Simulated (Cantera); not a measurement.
What does this Cantera script print?

```python
import numpy as np
import cantera as ct

gas_names = """
    CL CL2 H HCL H2 N NH NH2 NH3 N2 N2H2 N2H4 Si SiCL SiCL2 SiCL3 SiCL4 SiH SiHCL3 SiH2 SiH2CL2 SiH3
    SiH3CL SiH4 SiN Si2 Si2N Si3
""".split()
cond_names = """
    NH4CL(a) NH4CL(b) Si(cr) Si(L) Si3N4(a)
""".split()


# ... load() reads the species with a 1 bar reference pressure and builds the phases ...
atoms = {
    'SiH2Cl2': {'Si': 1, 'H': 2, 'CL': 2},
    'NH3': {'N': 1, 'H': 3},
    'N2': {'N': 2},
}
top_T = {'Si3N4(a)': 2400}  # K; cautious upper limits of use, not melting points


# ... equilibrate(T, P, feed) seeds the gas with the atoms and calls Mixture.equilibrate('TP', solver="vcs", rtol=1e-11, max_steps=5000) ...
results = []
feed = {'SiH2Cl2': 1, 'NH3': 11, 'N2': 38}  # mol
T = 1973.15  # K
P = 13332.2  # Pa
mix = equilibrate(T, P, feed)
results.append((T, P, feed, dict(zip(mix.species_names, mix.species_moles))))
x = sorted(zip(gas.X, gas.species_names), reverse=True)
print(f"T = {T:g} K  P = {P:g} Pa  gas = {mix.phase_moles(0):.4g} mol")
print("   x: " + "  ".join(f"{s} {v:.3e}" for v, s in x if v > 0.001))
print("   condensed (mol): " + ("  ".join(f"{mix.phase(i).name} {mix.phase_moles(i):.4g}"
      for i in range(1, mix.n_phases) if mix.phase_moles(i) > 1e-12) or "none"))
```

Output:

```
T = 1973.15 K  P = 13332.2 Pa  gas = 62.08 mol
   x: N2 7.006e-01  H2 2.696e-01  HCL 2.257e-02  SiCL2 4.670e-03  H 1.921e-03
   condensed (mol): Si(L) 0.6777
```

These are equilibrium values from Cantera (NASA tables, ideal gas, pure condensed phases), not measurements of a reactor. The tables' values for SiCl, SiN, SiCl3 are old estimates; treat these amounts as uncertain. Gases not in the tables: Si2H6 and higher silanes.
